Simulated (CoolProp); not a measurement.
A single-stage vapour-compression cycle with R123: evaporating at 250.15 K (dew point), condensing at 301.15 K (bubble point), superheat 5 K, subcooling 0 K, compressor efficiency 0.9, no pressure losses. Each further row changes one setting.

Model: reference Helmholtz-energy equation of state, Younglove 1994, in CoolProp. It is a modified Benedict-Webb-Rubin equation, recast in Helmholtz form.

```csv
case,cooling COP,pressure ratio,discharge temperature (K),refrigerating effect (kJ/kg),volumetric capacity (kJ/m³)
as stated,3.69,10.0,316.9,143,105
evaporating temperature 255.15 K,4.26,7.63,314.9,146,139
condensing temperature 296.15 K,4.18,8.35,311.6,148,109
subcooling 5 K,3.82,10.0,316.9,148,109
superheat 15 K,3.71,10.0,327.7,149,106
compressor efficiency 0.8,3.28,10.0,323.6,143,105
```
